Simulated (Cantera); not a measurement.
A closed system holds: 1 mol Si3N4, 0.017 mol O2, 150 mol H2, held at 10000 Pa.

These are equilibrium values from Cantera (NASA tables, ideal gas, pure condensed phases), not measurements of a reactor. Candidate condensed phases: H2O, Si, SiO2, Si2N2O, Si3N4; 35 gas species. Gases not in the tables: Si2H6 and higher silanes. The numbers say what is thermodynamically allowed, not how fast it happens.

**Question.** What share of the Si ends up in condensed phases as a function of T (K), at 1750, 1800, 1850, 1900, 1950, 2000, 2050, 2100, 2150?

**Answer.** 
```csv
T (K),Si condensed (%),as
1750,98.6,Si(l)
1800,98.5,Si(l)
1850,98.2,Si(l)
1900,97.7,Si(l)
1950,96.9,Si(l)
2000,95.5,Si(l)
2050,93.3,Si(l)
2100,89.6,Si(l)
2150,83.8,Si(l)
```
